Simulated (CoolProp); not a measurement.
Vapour-liquid equilibrium of CHF3 (R23) (1) + R125 (2) at 0.983 MPa; x and y are mole fractions of (1).

The numbers come from the multi-fluid Helmholtz-energy mixture model, Penoncello 2003 and Lemmon 2005; pair parameters Bell 2016 in CoolProp.

```
x     bubble temperature (K)  y at the bubble point  dew temperature at overall composition x (K)  liquid density (mol/L)
----  ----------------------  ---------------------  --------------------------------------------  ----------------------
0.05                   282.6                  0.116                                         284.5                   10.77
0.2                    273.4                  0.404                                         280.1                   11.67
0.35                   265.4                  0.609                                         275.3                   12.61
0.5                    258.6                  0.753                                         269.9                   13.60
0.65                   252.8                  0.854                                         263.6                   14.65
0.8                    248.0                  0.927                                         256.0                   15.78
0.95                   243.7                  0.984                                         246.3                   17.04
```

No azeotrope shows between x = 0.05 and 0.95.

The pair parameters rest on a limited set of measurements; away from them the model extrapolates.
